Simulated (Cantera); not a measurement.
A freely propagating, adiabatic, planar premixed flame of CH4 : CO : O2 : N2 = 1 : 1.2 : 3.29 : 12.4 (molar parts), equivalence ratio 0.79, unburnt at 300 K and 3.20 bar; mixture-averaged transport, grid criteria slope 0.08 and curve 0.16, no radiation.

Cantera simulation using GRI-Mech 3.0 (53 species, 325 reactions); the numbers are that mechanism's predictions, not measurements. Burning velocities carry a grid error of a few per cent, more on coarse grids.

### Question
Predict: laminar burning velocity; thermal thickness; peak x(HCO); peak x(OH).

### Answer
```json
{
  "laminar_burning_velocity": "21.7 cm/s",
  "thermal_thickness": "0.211 mm",
  "peak x(HCO)": "1.13e-5",
  "peak x(OH)": "0.00460"
}
```
